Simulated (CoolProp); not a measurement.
Vapour-liquid equilibrium of R113 (1) + acetone (2) at 16.6 bar; x and y are mole fractions of (1).

Model: multi-fluid Helmholtz-energy mixture model, Marx 1992 and Lemmon 2006; pair parameters Bell 2016, in CoolProp.

```json
[
 {"x": "0.05", "bubble temperature (°C)": "168.0", "y at the bubble point": "0.071", "dew temperature at overall composition x (°C)": "168.5", "liquid density (mol/L)": "9.755"},
 {"x": "0.125", "bubble temperature (°C)": "165.5", "y at the bubble point": "0.166", "dew temperature at overall composition x (°C)": "166.5", "liquid density (mol/L)": "9.341"},
 {"x": "0.2", "bubble temperature (°C)": "163.6", "y at the bubble point": "0.248", "dew temperature at overall composition x (°C)": "164.7", "liquid density (mol/L)": "8.947"},
 {"x": "0.275", "bubble temperature (°C)": "162.1", "y at the bubble point": "0.322", "dew temperature at overall composition x (°C)": "163.0", "liquid density (mol/L)": "8.576"},
 {"x": "0.35", "bubble temperature (°C)": "161.0", "y at the bubble point": "0.389", "dew temperature at overall composition x (°C)": "161.6", "liquid density (mol/L)": "8.227"},
 {"x": "0.425", "bubble temperature (°C)": "160.3", "y at the bubble point": "0.451", "dew temperature at overall composition x (°C)": "?", "liquid density (mol/L)": "7.901"},
 {"x": "0.5", "bubble temperature (°C)": "159.9", "y at the bubble point": "0.511", "dew temperature at overall composition x (°C)": "160.0", "liquid density (mol/L)": "7.598"},
 {"x": "0.575", "bubble temperature (°C)": "159.8", "y at the bubble point": "0.571", "dew temperature at overall composition x (°C)": "159.8", "liquid density (mol/L)": "7.315"},
 {"x": "0.65", "bubble temperature (°C)": "?", "y at the bubble point": "0.632", "dew temperature at overall composition x (°C)": "160.2", "liquid density (mol/L)": "7.053"},
 {"x": "0.725", "bubble temperature (°C)": "160.7", "y at the bubble point": "?", "dew temperature at overall composition x (°C)": "161.1", "liquid density (mol/L)": "?"},
 {"x": "0.8", "bubble temperature (°C)": "?", "y at the bubble point": "0.764", "dew temperature at overall composition x (°C)": "162.5", "liquid density (mol/L)": "?"},
 {"x": "0.875", "bubble temperature (°C)": "163.4", "y at the bubble point": "0.842", "dew temperature at overall composition x (°C)": "164.2", "liquid density (mol/L)": "6.364"},
 {"x": "0.95", "bubble temperature (°C)": "165.7", "y at the bubble point": "0.931", "dew temperature at overall composition x (°C)": "?", "liquid density (mol/L)": "6.155"}
]
```

Task: Complete the blanks.

Result: 
- 0.425, dew temperature at overall composition x (°C): 160.6
- 0.65, bubble temperature (°C): 160.1
- 0.725, y at the bubble point: 0.695
- 0.725, liquid density (mol/L): 6.809
- 0.8, bubble temperature (°C): 161.8
- 0.8, liquid density (mol/L): 6.581
- 0.95, dew temperature at overall composition x (°C): 166.3

y crosses x between x = 0.5 and 0.575: the model has an azeotrope there.

The pair parameters rest on a limited set of measurements; away from them the model extrapolates.
